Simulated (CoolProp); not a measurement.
Vapour-liquid equilibrium of dimethyl carbonate (1) + n-heptane (2) at 406.5 K; x and y are mole fractions of (1).

Values from CoolProp's multi-fluid Helmholtz-energy mixture model, Zhou 2011 and Span 2003; pair parameters Bell 2016.

Question: Give the bubble pressure and the first vapour's composition at x = 0.15, 0.85, 0.95. Is there an azeotrope?

Answer: x = 0.15: 3.340 bar, y = 0.318; x = 0.85: 3.913 bar, y = 0.769; x = 0.95: 3.635 bar, y = 0.894. y crosses x between x = 0.55 and 0.65: the model has an azeotrope there.

The pair parameters rest on a limited set of measurements; away from them the model extrapolates.
